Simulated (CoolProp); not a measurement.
Vapour-liquid equilibrium of R152A (1) + R227EA (2) at 4.56 kPa; x and y are mole fractions of (1).

Model: multi-fluid Helmholtz-energy mixture model, Outcalt 1996 and Lemmon 2016; pair parameters Bell 2016, in CoolProp.

```tsv
x	bubble temperature (°C)	y at the bubble point	dew temperature at overall composition x (°C)	liquid density (mol/L)
0.05	-70.5	0.070	-70.4	10.32
0.2	-71.6	0.295	-71.1	11.05
0.35	-73.0	0.498	-72.0	11.87
0.5	-74.3	0.654	-73.0	12.78
0.65	-75.4	0.772	-74.3	13.82
0.8	-76.2	0.868	-75.6	15.00
0.95	-76.8	0.964	-76.7	16.38
```

No azeotrope shows between x = 0.05 and 0.95.

The pair parameters rest on a limited set of measurements; away from them the model extrapolates. The gap from Raoult's law changes sign with composition, which may be real or a fault of the pair parameters; it wasn't checked against measurements.
